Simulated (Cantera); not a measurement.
A Cantera script and what it prints.

```python
import numpy as np
import cantera as ct

gas_names = """
    Br Br2 H HBr HNO HNO2 HNO3 HO2 H2 H2O H2O2 N NH NH2 NH3 NH2OH NO NO2 NO3 N2 N2H2 N2H4 N2O O OH O2 O3
""".split()
cond_names = """
    Br2(cr) Br2(L) H2O(s) H2O(L)
""".split()


# ... load() reads the species with a 1 bar reference pressure and builds the phases ...
atoms = {
    'HBr': {'H': 1, 'Br': 1},
    'O2': {'O': 2},
    'N2': {'N': 2},
}
top_T = {}  # K; cautious upper limits of use, not melting points


# ... equilibrate(T, P, feed) seeds the gas with the atoms and calls Mixture.equilibrate('TP', solver="vcs", rtol=1e-11, max_steps=5000) ...
results = []
feed = {'HBr': 1, 'O2': 0.026, 'N2': 28}  # mol
T = 2798  # K
P = 101325  # Pa
mix = equilibrate(T, P, feed)
results.append((T, P, feed, dict(zip(mix.species_names, mix.species_moles))))
print(gas.report(threshold=1e-06))
for i in range(1, mix.n_phases):
    print(f"{mix.phase(i).name:16s} {mix.phase_moles(i):12.5e} mol")
```

It prints:

```
       temperature   2798 K
          pressure   1.0132e+05 Pa
           density   0.12764 kg/m^3
  mean mol. weight   29.306 kg/kmol
   phase of matter   gas

                          1 kg             1 kmol
                     ---------------   ---------------
          enthalpy        3.0261e+06        8.8683e+07  J
   internal energy        2.2323e+06        6.5419e+07  J
           entropy            9006.4        2.6394e+05  J/K
    Gibbs function       -2.2174e+07       -6.4981e+08  J
 heat capacity c_p              1243             36427  J/K
 heat capacity c_v            959.28             28112  J/K

                      mass frac. Y      mole frac. X     chem. pot. / RT
                     ---------------   ---------------   ---------------
                Br          0.079049          0.028992           -23.206
               Br2         2.819e-05        5.1696e-06           -46.412
                 H        0.00026842         0.0078038           -12.631
               HBr          0.013343         0.0048325           -35.837
                H2        0.00064305         0.0093478           -25.261
               H2O        0.00068859         0.0011202           -46.224
                 N        1.5936e-06        3.3342e-06           -14.082
                NO        0.00023124        0.00022584           -35.045
                N2           0.90551           0.94726           -28.165
                 O         7.519e-05        0.00013773           -20.962
                OH        0.00015229        0.00026242           -33.593
                O2        7.2292e-06        6.6209e-06           -41.925
     [  +15 minor]        1.6795e-07        2.8438e-07

Br2(L)            0.00000e+00 mol
```

Cantera equilibrium calculation (NASA polynomials, part measured and part estimated; ideal gas, pure solids and liquids).
